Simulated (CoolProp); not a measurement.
Vapour pressure (MPa) of R113: the reference equation beside estimates from Tc = 214.1 °C, pc = 3.392 MPa, ω = 0.253. Clausius-Clapeyron is anchored at 54.85 °C with a constant enthalpy of vaporisation of 26.60 kJ/mol.

Values from CoolProp's reference Helmholtz-energy equation of state, Marx 1992.

```csv
T (°C),reference,Clausius-Clapeyron,Redlich-Kwong
31.05,0.05656,0.05973,0.1043
37.05,0.07048,0.07320,0.1262
42.95,0.08667,0.08874,0.1509
48.95,0.1060,0.1071,0.1796
54.85,0.1281,0.1281,0.2115
60.85,0.1541,0.1526,0.2481
66.85,0.1840,0.1807,0.2890
72.75,0.2176,0.2122,0.3338
78.75,0.2563,0.2485,0.3843
84.65,0.2993,0.2886,0.4390
90.65,0.3483,0.3345,0.5001
```

Absolute difference from the reference over all 11 rows, mean and median: Clausius-Clapeyron 2.6 and 2.5 %, Redlich-Kwong 62.2 and 61.0 %.
